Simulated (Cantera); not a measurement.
Feed: 1 mol Ta, a varied amount of CO2, 8.3 mol H2, equilibrated at 2298.15 K and 5.78 Torr.

Equilibrium computed with Cantera from the NASA thermochemical tables; the gas is ideal and each condensed phase is pure. Candidate condensed phases: C, C6H6, C7H8, C8H18, H2O, Ta, TaC, Ta2O5; 113 gas species. Mutual solubility and eutectic melting of coexisting phases are not modelled. Condensed phases not in the tables: Ta2C, N, O or C dissolved in the metal. The numbers say what is thermodynamically allowed, not how fast it happens.

x: gas mole fraction; n: condensed amount in mol.

| n(CO2) (mol) | x H2 | x CO | x H | x H2O | n Ta(s) | n Ta2O5(l) |
|---|---|---|---|---|---|---|
| 0.13 | 0.874 | 0.0145 | 0.102 | 0.00314 | 0.943 | 0 |
| 0.45 | 0.837 | 0.0483 | 0.0999 | 0.00404 | 0.808 | 0.0454 |
| 0.77 | 0.807 | (withheld) | 0.0981 | 0.00390 | (withheld) | (withheld) |
| 1.1 | 0.779 | 0.110 | 0.0964 | 0.00376 | 0.546 | 0.173 |
| 1.4 | 0.755 | 0.136 | 0.0949 | 0.00365 | 0.425 | 0.231 |
| 1.7 | 0.732 | 0.160 | 0.0934 | 0.00354 | 0.305 | 0.290 |
| 2 | 0.710 | 0.183 | 0.0921 | 0.00343 | 0.184 | 0.349 |
| 2.4 | 0.684 | 0.212 | 0.0903 | 0.00330 | 0.0226 | 0.427 |
| 2.7 | 0.656 | 0.232 | 0.0885 | 0.0178 | 0 | 0.477 |
| 3 | 0.618 | 0.250 | 0.0859 | (withheld) | 0 | 0.485 |
| 3.3 | 0.581 | 0.267 | 0.0833 | 0.0604 | 0 | 0.488 |
| 3.6 | 0.546 | 0.282 | 0.0807 | 0.0798 | 0 | 0.490 |

Task: Some entries are withheld; supply them.

Result: 
- 0.77, x CO: 0.0797
- 0.77, n Ta(s): 0.679
- 0.77, n Ta2O5(l): 0.108
- 3, x H2O: 0.0397
